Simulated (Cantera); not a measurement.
Charge: 1 mol NaCl, 0.066 mol HCl, 470 mol N2, held at 650 K and 1.00 Pa.

Method: chemical equilibrium by Gibbs-energy minimisation in Cantera with the NASA 1993 tables (ideal gas, pure condensed phases). Candidate condensed phases: NH4Cl, Na, NaCl; 17 gas species. Rates play no part.

Base state: N2 1.000, HCl 0.000140 (mole fractions); condensed: NaCl(s).

Q: What changes in the equilibrium state with this change: temperature from 650 K to 1150 K?

A: 
```tsv
species	before	after
N2	1.000	0.998
NaCl	3.80e-6	0.00212
HCl	0.000140	0.000138
NaCl(s), mol	0.998	0
```
